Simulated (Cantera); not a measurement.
**Hydrogen reduction and annealing atmospheres: Fe₃O₄ + H₂ + N₂**

Input: 1 mol Fe₃O₄, a varied amount of H₂, 11 mol N₂, held at 8.25 Torr.

Equilibrium computed with Cantera from the NASA thermochemical tables; the gas is ideal and each condensed phase is pure. Candidate condensed phases: Fe, FeO, Fe(OH)₂, Fe(OH)₃, Fe₂O₃, Fe₃O₄, H₂O; 27 gas species. Kinetics and transport are ignored.

Q: Map the stable condensed phases over T = 1100, 1150, 1200, 1250, 1300, 1350, 1400, 1450, 1500, 1550, 1600, 1650 °C and n(H₂) in mol = 320, 450, 590, 730, 860, 1000, 1100, 1300, 1400, 1500, 1700, 1800.

A: 
```
T in °C \ n(H₂) in mol
          320  450  590  730  860 1000 1100 1300 1400 1500 1700 1800
   1650     A    A    A    A    A    A    A    A    A    A    A    A
   1600     B    A    A    A    A    A    A    A    A    A    A    A
   1550     B    B    B    B    A    A    A    A    A    A    A    A
   1500     B    B    B    B    B    B    B    B    B    B    A    A
   1450     B    B    B    B    B    B    B    B    B    B    B    B
   1400     B    B    B    B    B    B    B    B    B    B    B    B
   1350     B    B    B    B    B    B    B    B    B    B    B    B
   1300     B    B    B    B    B    B    B    B    B    B    B    B
   1250     B    B    B    B    B    B    B    B    B    B    B    B
   1200     B    B    B    B    B    B    B    B    B    B    B    B
   1150     B    B    B    B    B    B    B    B    B    B    B    B
   1100     B    B    B    B    B    B    B    B    B    B    B    B
```
A: gas only; B: Fe.
